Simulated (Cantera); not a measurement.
Feed: 1 mol Si, 2.5 mol HBr, 0.74 mol N2, 1.9 mol Br2, held at 1150 K and 150 Torr.

These are equilibrium values from Cantera (NASA tables, ideal gas, pure condensed phases), not measurements of a reactor. Candidate condensed phases: Br2, Si, Si3N4; 28 gas species. The tables' values for SiBr3 are old estimates; treat these amounts as uncertain. Rates play no part.

Base state: HBr 0.555, SiBr4 0.241, N2 0.179, H2 0.0241, Br 0.000336, SiBr3 0.000238, SiHBr3 0.000127, Br2 3.15e-5 (mole fractions); condensed: gas only.

What changes in the equilibrium state with this change: Br2 from 1.9 to 5.6 mol?


```tsv
species	before	after
Br2	3.15e-5	0.431
HBr	0.555	0.313
SiBr4	0.241	0.125
H2	0.0241	5.59e-7
Br	0.000336	0.0393
N2	0.179	0.0925
SiHBr3	0.000127	2.71e-9
SiBr2	2.11e-5	<1e-9
SiBr3	0.000238	1.05e-6
```
